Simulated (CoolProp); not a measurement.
C2F6 (R116) along the isotherm 151.85 °C: density (kg/m³) from the reference equation and from simpler models built on Tc = 19.9 °C, pc = 3.048 MPa, ω = 0.257; each cubic takes its own stable root.

The numbers come from the reference Helmholtz-energy equation of state, Lemmon 2006 in CoolProp. It is a short technical equation, of lower accuracy than the large ones.

```json
[
 {"p (MPa)": "0.0482", "phase": "gas", "reference": "1.885"},
 {"p (MPa)": "0.11", "phase": "gas", "reference": "4.309"},
 {"p (MPa)": "0.25", "phase": "gas", "reference": "9.831"},
 {"p (MPa)": "0.568", "phase": "gas", "reference": "22.53"},
 {"p (MPa)": "1.29", "phase": "gas", "reference": "52.17"},
 {"p (MPa)": "2.94", "phase": "gas", "reference": "124.1"},
 {"p (MPa)": "6.7", "phase": "supercritical", "reference": "306.6"},
 {"p (MPa)": "15.2", "phase": "supercritical", "reference": "683.5"}
]
```

Task: How far does each simpler model (ideal gas, Soave-Redlich-Kwong, Peng-Robinson) lie from the reference over these 8 states: mean and median of the absolute difference, and the worst?

Result: 
- ideal gas: mean 5.2 %, median 2.5 %, worst -14.6 % at 151.85 °C and 6.7 MPa
- Soave-Redlich-Kwong: mean 1.2 %, median 0.2 %, worst -5.4 % at 151.85 °C and 15.2 MPa
- Peng-Robinson: mean 0.7 %, median 0.6 %, worst +1.6 % at 151.85 °C and 6.7 MPa
